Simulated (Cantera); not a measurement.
Charge: 1 mol Ta, 2.7 mol CO2, at 1998 K and 0.160 Pa.

Equilibrium computed with Cantera from the NASA thermochemical tables; the gas is ideal and each condensed phase is pure. Candidate condensed phases: C, Ta, TaC, Ta2O5; 15 gas species. Equilibrium is a limit: real reactors are often held back by kinetics, nucleation or transport.

Base state: CO 0.860, CO2 0.0526, TaO2 0.0511, O 0.0327, O2 0.00395, TaO 6.34e-5 (mole fractions); condensed: Ta2O5(s).

Problem. What changes in the equilibrium state with this change: CO2 from 2.7 to 0.54 mol?

Solution. 
| species | before | after |
|---|---|---|
| CO | 0.860 | 0.640 |
| TaO2 | 0.0511 | 0.279 |
| TaO | 6.34e-5 | 0.0806 |
| CO2 | 0.0526 | 0.000168 |
| O | 0.0327 | 0.000141 |
| O2 | 0.00395 | 7.32e-8 |
| Ta2O5(s), mol | 0.424 | 0 |
| Ta(s), mol | 0 | 0.696 |
Condensed phases not in the tables: Ta2C, N, O or C dissolved in the metal.
